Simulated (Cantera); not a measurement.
Charge: 1 mol Si3H8, 0.18 mol HCl, 180 mol N2, at 1123 K and 0.0230 bar.

Cantera equilibrium calculation (NASA polynomials, part measured and part estimated; ideal gas, pure solids and liquids). Candidate condensed phases: NH4Cl, Si, Si3N4; 28 gas species. The feed counts by its element totals alone. N2 is the only nitrogen source here; it is nearly inert below about 1500 K, so the nitride shown seldom forms there in practice. Rates play no part.

Base state: N2 0.977, H2 0.0220, HCl 0.000988 (mole fractions); condensed: Si3N4(s).

Task: What changes in the equilibrium state with this change: Si3H8 replaced by Si2Cl6?

Result: 
```json
[
 {"species": "N2", "before": "0.977", "after": "0.991"},
 {"species": "SiCl4", "before": "<1e-9", "after": "0.00818"},
 {"species": "HCl", "before": "0.000988", "after": "0.000987"},
 {"species": "H2", "before": "0.0220", "after": "2.54e-6"},
 {"species": "SiCl3", "before": "<1e-9", "after": "0.000106"},
 {"species": "SiCl2", "before": "2.00e-9", "after": "1.71e-5"},
 {"species": "Si3N4(s), mol", "before": "1.00", "after": "0.164"}
]
```
The tables' values for SiCl3 are old estimates; treat these amounts as uncertain.

Task: What changes in the equilibrium state with this change: Si3H8 replaced by SiH2Cl2?

Result: 
```json
[
 {"species": "N2", "before": "0.977", "after": "0.989"},
 {"species": "HCl", "before": "0.000988", "after": "0.00994"},
 {"species": "H2", "before": "0.0220", "after": "0.00104"},
 {"species": "SiCl4", "before": "<1e-9", "after": "0.000506"},
 {"species": "SiCl3", "before": "<1e-9", "after": "1.32e-5"},
 {"species": "Si3N4(s), mol", "before": "1.00", "after": "0.302"}
]
```
The tables' values for SiCl3 are old estimates; treat these amounts as uncertain.
